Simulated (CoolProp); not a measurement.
Vapour-liquid equilibrium of benzene (1) + ethylbenzene (2) at 138 kPa; x and y are mole fractions of (1).

Model: multi-fluid Helmholtz-energy mixture model, Thol 2012 and Zhou 2012; pair parameters Bell 2016, in CoolProp.

| x | bubble temperature (K) | y at the bubble point | dew temperature at overall composition x (K) | liquid density (mol/L) |
|---|---|---|---|---|
| 0.05 | 416.6 | 0.149 | 419.7 | 7.190 |
| 0.15 | 408.2 | 0.385 | 416.6 | 7.475 |
| 0.25 | 400.6 | 0.558 | 413.2 | 7.767 |
| 0.35 | 393.8 | 0.686 | 409.5 | 8.066 |
| 0.45 | 387.6 | 0.780 | 405.5 | 8.374 |
| 0.55 | 382.1 | 0.850 | 401.0 | 8.692 |
| 0.65 | 377.1 | 0.903 | 395.8 | 9.020 |
| 0.75 | 372.7 | 0.942 | 389.7 | 9.360 |
| 0.85 | 368.7 | 0.970 | 382.1 | 9.711 |
| 0.95 | 365.2 | 0.992 | 371.6 | 10.08 |

No azeotrope shows between x = 0.05 and 0.95.

Pair parameters are fitted to limited data, so mixtures are less certain than the pure fluids.
